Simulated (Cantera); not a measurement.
An adiabatic, constant-pressure homogeneous reactor starts with CH₄ : O₂ : N₂ : H₂ = 1 : 2.02 : 18.8 : 0.053 (molar parts), at 1400 K and 9.40 bar.

Computed with Cantera and GRI-Mech 3.0 (53 species, 325 reactions).

**Question.** Predict: time of steepest temperature rise; temperature at 0.200 s; equilibrium temperature; x(O₂) at 0.200 s; x(H₂) at 0.200 s; x(HCO) at 0.200 s; x(OH) at 0.200 s; x(CO) at 0.200 s.

**Answer.** 
```
Quantity                                                            Result
---------------------------------  ---------------------------------------
time of steepest temperature rise                                 0.971 ms
temperature at 0.200 s                                              2326 K
equilibrium temperature                                             2326 K
x(O₂) at 0.200 s                   0.00170 (gas-phase equilibrium 0.00170)
x(H₂) at 0.200 s                   0.00175 (gas-phase equilibrium 0.00175)
x(HCO) at 0.200 s                  1.19e-9 (gas-phase equilibrium 1.19e-9)
x(OH) at 0.200 s                   0.00132 (gas-phase equilibrium 0.00132)
x(CO) at 0.200 s                   0.00447 (gas-phase equilibrium 0.00447)
```
